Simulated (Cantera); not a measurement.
# Diamond growth

A diamond (100) surface in a fixed gas of H2 with x(CH4) = 0.0028, x(H) = 0.0011, x(CH3) = 4.9e-05, at 1275 K; coverages are run to steady state.

Cantera simulation using the Harris–Goodwin 1993 mechanism for the reconstructed diamond (100) surface; the numbers are that mechanism's predictions, not measurements.

```tsv
P (Pa)	growth (µm/h)	θ c6HH	θ c6H*	θ c6*H	θ c6**	θ c6HM
380	0.00853	0.430	0.0446	0.497	0.0284	1.09e-5
680	0.0197	0.430	0.0446	0.497	0.0284	2.06e-5
1200	0.0418	0.430	0.0445	0.497	0.0283	3.78e-5
2100	0.0844	0.430	0.0445	0.497	0.0283	6.79e-5
3800	0.176	0.430	0.0445	0.497	0.0283	0.000124
6700	0.361	0.430	0.0445	0.496	0.0283	0.000219
12000	0.785	0.430	0.0445	0.496	0.0283	0.000386
21000	1.74	0.430	0.0445	0.496	0.0282	0.000653
```
θ: site fractions in the mechanism's names (c6HH fully hydrogenated, c6H* and c6*H radical sites, c6** diradical, c6HM methylated).
